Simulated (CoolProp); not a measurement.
A Linde-Hampson liquefier for CF4 (R14): isothermal reversible compression at 250 K from 1 atm to 10 MPa, throttling to 1 atm, return gas leaving the recuperator 5 K below the feed. Each further row changes one setting.

Computed with CoolProp (reference Helmholtz-energy equation of state, Platzer 1990). This equation is an older, rougher fit; its heat capacities, sound speeds and derivatives of the liquid may be far off and weren't checked against measurements.

```csv
case,liquid yield per pass,compression work (kJ/kg of gas)
as stated,0.386,90.8
high pressure 20 MPa,(withheld),(withheld)
warm-end temperature 280 K,0.236,109
warm-end gap 10 K,(withheld),90.8
```

Problem. What belongs in the gaps?

Solution. 
- high pressure 20 MPa, liquid yield per pass: 0.425
- high pressure 20 MPa, compression work (kJ/kg of gas): 100
- warm-end gap 10 K, liquid yield per pass: 0.376
